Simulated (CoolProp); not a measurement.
Saturation properties of sulfur dioxide (Tc = 157.5 °C, pc = 7.887 MPa, ω = 0.256).

Model: reference Helmholtz-energy equation of state, Gao 2016, in CoolProp.

| T (°C) | p (MPa) | liquid density (kg/m³) | enthalpy of vaporisation (kJ/kg) | vapour Z | surface tension (mN/m) |
|---|---|---|---|---|---|
| 30.85 | 0.4749 | 1350 | 350.3 | 0.9216 | 20.5 |
| 36.85 | 0.5730 | 1333 | 343.9 | 0.9112 | 19.4 |
| 42.85 | ? | 1315 | 337.2 | 0.8999 | 18.2 |
| 48.85 | 0.8148 | 1297 | 330.3 | ? | 17.1 |
| 54.95 | 0.9639 | 1278 | 323.0 | 0.8745 | 15.9 |
| 60.95 | 1.130 | 1258 | 315.5 | 0.8605 | 14.8 |
| 66.95 | 1.316 | 1238 | 307.7 | 0.8456 | 13.6 |
| 72.95 | 1.524 | 1218 | 299.6 | 0.8295 | ? |
| 78.95 | 1.756 | 1196 | 291.0 | 0.8124 | 11.4 |
| 84.95 | 2.013 | 1174 | 282.0 | 0.7941 | 10.3 |
| 91.05 | 2.302 | 1150 | 272.3 | 0.7742 | 9.14 |
| 97.05 | 2.615 | 1126 | 262.1 | 0.7532 | 8.04 |
| 103.05 | 2.959 | 1100 | ? | 0.7307 | 6.95 |

Problem. Some entries are withheld; supply them.

Solution. 
- 42.85, p (MPa): 0.6858
- 48.85, vapour Z: 0.8878
- 72.95, surface tension (mN/m): 12.5
- 103.05, enthalpy of vaporisation (kJ/kg): 251.3

It boils at -10.0 °C under 1 atm.

Surface tension comes from a separate correlation (Mulero 2012).
